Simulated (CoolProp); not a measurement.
Vapour-liquid equilibrium of acetone (1) + water (2) at 1.9 bar; x and y are mole fractions of (1).

Computed with CoolProp (multi-fluid Helmholtz-energy mixture model, Lemmon 2006 and Wagner 2002; pair parameters Bell 2016).

Task: Give the bubble temperature and the first vapour's composition at x = 0.05, 0.2, 0.35. Is there an azeotrope?

Result: x = 0.05: 103.6 °C, y = 0.415; x = 0.2: 85.5 °C, y = 0.725; x = 0.35: 82.1 °C, y = 0.769. No azeotrope shows between x = 0.05 and 0.95.

Pair parameters are fitted to limited data, so mixtures are less certain than the pure fluids. With so large a gap from Raoult's law the liquid may split in two, which this calculation doesn't test in full.
